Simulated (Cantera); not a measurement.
A closed system holds: 1 mol Fe₂O₃, 12 mol CO, 1 mol H₂, equilibrated at 2375 K and 21.0 mbar.

Equilibrium computed with Cantera from the NASA thermochemical tables; the gas is ideal and each condensed phase is pure. Candidate condensed phases: C, C₆H₆, C₇H₈, C₈H₁₈, Fe, Fe(CO)₅, FeO, Fe(OH)₂, Fe(OH)₃, Fe₂O₃, Fe₃O₄, H₂O; 114 gas species. Kinetics and transport are ignored.

Base state: CO 0.640, CO₂ 0.151, Fe 0.124, H₂O 0.0327, H₂ 0.0238, H 0.0150, FeO 0.00724, OH 0.00367 (mole fractions); condensed: gas only.

Task: What changes in the equilibrium state with this change: temperature from 2375 K to 1425 K?

Result: 
| species | before | after |
|---|---|---|
| CO | 0.640 | 0.789 |
| CO₂ | 0.151 | 0.134 |
| H₂ | 0.0238 | 0.0555 |
| Fe | 0.124 | 1.33e-6 |
| H | 0.0150 | 1.11e-5 |
| H₂O | 0.0327 | 0.0214 |
| FeO | 0.00724 | 1.46e-9 |
| O | 0.00156 | <1e-9 |
| O₂ | 0.000888 | <1e-9 |
| Fe(γ), mol | 0 | 1.02 |
| FeO(s), mol | 0 | 0.979 |
Mutual solubility and eutectic melting of coexisting phases are not modelled. The tables' stoichiometric FeO is somewhat more stable than real wüstite, so its field is too wide. FeO: taken at fixed stoichiometry.

Task: What changes in the equilibrium state with this change: pressure from 21.0 mbar to 1 atm?

Result: 
```tsv
species	before	after
CO	0.640	0.840
CO₂	0.151	0.0702
H₂	0.0238	0.0498
Fe	0.124	0.0120
H	0.0150	0.00313
H₂O	0.0327	0.0243
O₂	0.000888	2.32e-6
O	0.00156	1.15e-5
Fe(l), mol	0	0.0914
FeO(l), mol	0	1.75
```
Each liquid is taken as pure. Mutual solubility and eutectic melting of coexisting phases are not modelled. The tables' stoichiometric FeO is somewhat more stable than real wüstite, so its field is too wide. FeO: taken at fixed stoichiometry.

Task: What changes in the equilibrium state with this change: Fe₂O₃ replaced by Fe₃O₄?

Result: 
| species | before | after |
|---|---|---|
| CO | 0.640 | 0.578 |
| CO₂ | 0.151 | 0.177 |
| Fe | 0.124 | 0.158 |
| FeO | 0.00724 | 0.0120 |
| H₂ | 0.0238 | 0.0193 |
| H | 0.0150 | 0.0135 |
| H₂O | 0.0327 | 0.0346 |
| Fe(OH)₂ | 3.15e-5 | 5.50e-5 |
| O₂ | 0.000888 | 0.00150 |
| O | 0.00156 | 0.00203 |
| OH | 0.00367 | 0.00431 |
| FeO(l), mol | 0 | 0.295 |
The tables' stoichiometric FeO is somewhat more stable than real wüstite, so its field is too wide. FeO: taken at fixed stoichiometry.
